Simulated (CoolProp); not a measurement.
Model: reference Helmholtz-energy equation of state, de Reuck 1993, in CoolProp.

Q: For methanol, give the phase and the Z, speed of sound (m/s), Joule-Thomson coefficient (K/MPa), isothermal compressibility (1/MPa) at 320.5 K and 0.617 MPa; 344.5 K and 5.31 MPa.

A: 
- 320.5 K and 0.617 MPa: liquid; Z 0.00969, speed of sound 1030, Joule-Thomson coefficient -0.291, isothermal compressibility 0.00147
- 344.5 K and 5.31 MPa: liquid; Z 0.0794, speed of sound 996, Joule-Thomson coefficient -0.256, isothermal compressibility 0.00162
